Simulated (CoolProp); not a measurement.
Vapour-liquid equilibrium of CHF3 (R23) (1) + R143a (2) at 1.11 bar; x and y are mole fractions of (1).

Computed with CoolProp (multi-fluid Helmholtz-energy mixture model, Penoncello 2003 and Lemmon and Jacobsen 2000; pair parameters Bell 2016).

```json
[
 {"x": "0.05", "bubble temperature, mixture model (°C)": "-48.7", "bubble temperature, Raoult's law (°C)": "-49.5", "y, mixture model": "0.184", "y, Raoult's law": "0.220"},
 {"x": "0.2", "bubble temperature, mixture model (°C)": "-57.9", "bubble temperature, Raoult's law (°C)": "-58.8", "y, mixture model": "0.565", "y, Raoult's law": "0.592"},
 {"x": "0.35", "bubble temperature, mixture model (°C)": "-65.0", "bubble temperature, Raoult's law (°C)": "-65.3", "y, mixture model": "0.763", "y, Raoult's law": "0.769"},
 {"x": "0.5", "bubble temperature, mixture model (°C)": "-70.3", "bubble temperature, Raoult's law (°C)": "-70.1", "y, mixture model": "0.866", "y, Raoult's law": "0.866"},
 {"x": "0.65", "bubble temperature, mixture model (°C)": "-74.2", "bubble temperature, Raoult's law (°C)": "-73.9", "y, mixture model": "0.925", "y, Raoult's law": "0.926"},
 {"x": "0.8", "bubble temperature, mixture model (°C)": "-77.2", "bubble temperature, Raoult's law (°C)": "-77.0", "y, mixture model": "0.963", "y, Raoult's law": "0.965"},
 {"x": "0.95", "bubble temperature, mixture model (°C)": "-79.7", "bubble temperature, Raoult's law (°C)": "-79.6", "y, mixture model": "0.991", "y, Raoult's law": "0.993"}
]
```

The largest gap from Raoult's law is +0.9 K in bubble temperature, at x = 0.2. No azeotrope shows between x = 0.05 and 0.95.

The pair parameters rest on a limited set of measurements; away from them the model extrapolates. The gap from Raoult's law changes sign with composition, which may be real or a fault of the pair parameters; it wasn't checked against measurements.
